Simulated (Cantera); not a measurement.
A perfectly stirred reactor is fed with CO : H2 : O2 : N2 = 1 : 0.037 : 0.774 : 6.58 (molar parts), at 4.40 bar; it is adiabatic with a 475 K inlet, and is followed from long to short residence time, starting on the burning branch (τ in s: 0.067, 0.021, 0.0066, 0.0021, 0.00065, 0.0002, 6.4e-05, 2e-05, 6.3e-06).

Detailed kinetics in Cantera: GRI-Mech 3.0 (53 species, 325 reactions). The hydrogen kinetics of GRI-Mech 3.0 are dated; newer H2 mechanisms differ, most at raised pressure.

### Question
Predict: blow-out, bracketed by the residence times tried; x(CO) at τ = 67.0 ms; x(H2) at τ = 67.0 ms; x(O2) at τ = 67.0 ms; x(CO2) at τ = 67.0 ms; x(H2O) at τ = 67.0 ms; x(CO) at τ = 0.650 ms; x(H2) at τ = 0.650 ms; x(O2) at τ = 0.650 ms.

### Answer
```json
{
 "blow_out_bracketed_by_the_residence_times_tried": "burning at 6.60 ms, out at 2.10 ms",
 "x(CO) at τ = 67.0 ms": "0.00187",
 "x(H2) at τ = 67.0 ms": "1.16e-5",
 "x(O2) at τ = 67.0 ms": "0.0333",
 "x(CO2) at τ = 67.0 ms": "0.125",
 "x(H2O) at τ = 67.0 ms": "0.00462",
 "x(CO) at τ = 0.650 ms": "0.119",
 "x(H2) at τ = 0.650 ms": "0.00441",
 "x(O2) at τ = 0.650 ms": "0.0922"
}
```
